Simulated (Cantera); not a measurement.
A perfectly stirred reactor is fed with 29.4 % CH4, 70.6 % CO2, at 34000 Pa; it is held at 1623 K, and followed from long to short residence time.

Model: GRI-Mech 3.0 (53 species, 325 reactions), integrated in Cantera.

x: mole fraction; the columns are a selection and need not sum to one.

```json
[
 {"τ (s)": "0.37", "x CH4": "0.0644", "x CO2": "0.352", "x H2": "0.0888", "x C2H4": "0.000977", "x HCO": "1.03e-8", "x CH2CO": "6.66e-5", "x CO": "0.244"},
 {"τ (s)": "0.17", "x CH4": "0.101", "x CO2": "0.441", "x H2": "0.0841", "x C2H4": "0.00173", "x HCO": "1.21e-8", "x CH2CO": "5.13e-5", "x CO": "0.167"},
 {"τ (s)": "0.075", "x CH4": "___", "x CO2": "___", "x H2": "0.0811", "x C2H4": "___", "x HCO": "___", "x CH2CO": "___", "x CO": "___"},
 {"τ (s)": "0.034", "x CH4": "0.201", "x CO2": "0.619", "x H2": "0.0680", "x C2H4": "0.00419", "x HCO": "1.70e-8", "x CH2CO": "1.03e-5", "x CO": "0.0402"},
 {"τ (s)": "0.015", "x CH4": "0.240", "x CO2": "0.667", "x H2": "0.0454", "x C2H4": "0.00512", "x HCO": "1.87e-8", "x CH2CO": "2.95e-6", "x CO": "0.0140"},
 {"τ (s)": "0.0068", "x CH4": "0.266", "x CO2": "0.690", "x H2": "0.0240", "x C2H4": "0.00464", "x HCO": "1.76e-8", "x CH2CO": "5.74e-7", "x CO": "0.00413"},
 {"τ (s)": "0.0031", "x CH4": "0.282", "x CO2": "0.701", "x H2": "0.00948", "x C2H4": "0.00267", "x HCO": "1.24e-8", "x CH2CO": "6.23e-8", "x CO": "0.000999"},
 {"τ (s)": "0.0014", "x CH4": "0.290", "x CO2": "0.705", "x H2": "0.00278", "x C2H4": "0.000870", "x HCO": "5.29e-9", "x CH2CO": "4.32e-9", "x CO": "0.000198"},
 {"τ (s)": "0.00061", "x CH4": "0.293", "x CO2": "0.706", "x H2": "0.000697", "x C2H4": "0.000169", "x HCO": "1.10e-9", "x CH2CO": "2.37e-10", "x CO": "3.61e-5"},
 {"τ (s)": "0.00028", "x CH4": "0.294", "x CO2": "0.706", "x H2": "___", "x C2H4": "___", "x HCO": "1.38e-10", "x CH2CO": "1.69e-11", "x CO": "___"}
]
```

Task: Fill in the missing entries.

Result: 
- 0.075, x CH4: 0.152
- 0.075, x CO2: 0.542
- 0.075, x C2H4: 0.00290
- 0.075, x HCO: 1.44e-8
- 0.075, x CH2CO: 2.62e-5
- 0.075, x CO: 0.0910
- 0.00028, x H2: 0.000215
- 0.00028, x C2H4: 2.73e-5
- 0.00028, x CO: 9.01e-6
